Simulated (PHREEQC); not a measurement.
Make-up at 20 °C: 0.041 mol/kgw ZnSO4 and 0.0051 mol/kgw Na2SO4. Closed to the air; pH follows from the charge balance.

Equilibrium calculation in PHREEQC: ion-association model, phreeqc.dat.

Each row changes one thing in this solution. Precipitation was switched off in this run.

```json
[
 {"case": "as made", "pH": "5.72", "ionic strength (mol/kgw)": "0.102", "SO4-2 (mol/kgw)": "0.0234", "Zn+2 (mol/kgw)": "0.0219", "ZnSO4 (mol/kgw)": "0.0159", "Na+ (mol/kgw)": "0.00979"},
 {"case": "temperature from 20 to 75 °C", "pH": "…", "ionic strength (mol/kgw)": "0.0971", "SO4-2 (mol/kgw)": "0.0228", "Zn+2 (mol/kgw)": "0.0207", "ZnSO4 (mol/kgw)": "0.0178", "Na+ (mol/kgw)": "0.00970"},
 {"case": "diluted 10-fold with water", "pH": "5.95", "ionic strength (mol/kgw)": "…", "SO4-2 (mol/kgw)": "0.00356", "Zn+2 (mol/kgw)": "0.00309", "ZnSO4 (mol/kgw)": "0.000982", "Na+ (mol/kgw)": "0.00101"},
 {"case": "Na2SO4 from 0.0051 to 0.00255 mol/kgw", "pH": "5.71", "ionic strength (mol/kgw)": "0.0969", "SO4-2 (mol/kgw)": "0.0218", "Zn+2 (mol/kgw)": "0.0224", "ZnSO4 (mol/kgw)": "0.0156", "Na+ (mol/kgw)": "0.00490"},
 {"case": "temperature from 20 to 80 °C", "pH": "…", "ionic strength (mol/kgw)": "0.0969", "SO4-2 (mol/kgw)": "0.0228", "Zn+2 (mol/kgw)": "0.0206", "ZnSO4 (mol/kgw)": "0.0179", "Na+ (mol/kgw)": "0.00970"},
 {"case": "Na2SO4 from 0.0051 to 0.00051 mol/kgw", "pH": "…", "ionic strength (mol/kgw)": "…", "SO4-2 (mol/kgw)": "0.0205", "Zn+2 (mol/kgw)": "0.0228", "ZnSO4 (mol/kgw)": "0.0154", "Na+ (mol/kgw)": "0.000983"}
]
```

Task: Complete the blanks.

Result: 
- temperature from 20 to 75 °C, pH: 5.13
- diluted 10-fold with water, ionic strength (mol/kgw): 0.0139
- temperature from 20 to 80 °C, pH: 5.09
- Na2SO4 from 0.0051 to 0.00051 mol/kgw, pH: 5.70
- Na2SO4 from 0.0051 to 0.00051 mol/kgw, ionic strength (mol/kgw): 0.0927

Species that the database lacks are ignored. Away from 25 °C the constants follow the database's enthalpies or fits; those with neither stay at their 25 °C values.
